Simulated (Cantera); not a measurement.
A closed system holds: 1 mol KOH, 0.039 mol CO2, a varied amount of O2, equilibrated at 1298.15 K and 33.0 Torr.

Method: chemical equilibrium by Gibbs-energy minimisation in Cantera with the NASA 1993 tables (ideal gas, pure condensed phases). Candidate condensed phases: C, C6H6, C7H8, C8H18, H2O, K, KOH, KO2, K2CO3, K2O, K2O2; 116 gas species. Rates play no part.

Problem. At 0.31 mol O2, list the 7 most abundant gas species with their mole fractions, and the condensed phases.

Solution. KOH 0.708, O2 0.247, H2O 0.0312, K2(OH)2 0.0120, K 0.00140, CO2 0.000464, KO 4.04e-5. Condensed: K2CO3(l).
